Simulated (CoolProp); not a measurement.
The fluid at 392.01 K and 0.0256 MPa expands adiabatically to 0.00738 MPa with isentropic efficiency 0.8. The same conditions are run with several fluids, on thermodynamics alone (safety and materials aside).

Computed with CoolProp (reference Helmholtz-energy equation of state of each fluid (n-nonane: Lemmon 2006; R142b: Lemmon 2006; C3F8 (R218): Lemmon 2006; chloromethane (R40): Thol 2014; R125: Lemmon 2005)).

```tsv
fluid	work (kJ/kg)	final temperature (K)	final density (kg/m³)
n-nonane	24.5	379.3	[?]
R142b	30.5	359.9	[?]
C3F8 (R218)	16.7	373.5	0.447
chloromethane (R40)	57.4	327.7	[?]
R125	25.8	363.4	0.293
```

Task: What belongs in the gaps?

Result: 
- n-nonane, final density (kg/m³): 0.302
- R142b, final density (kg/m³): 0.248
- chloromethane (R40), final density (kg/m³): 0.137
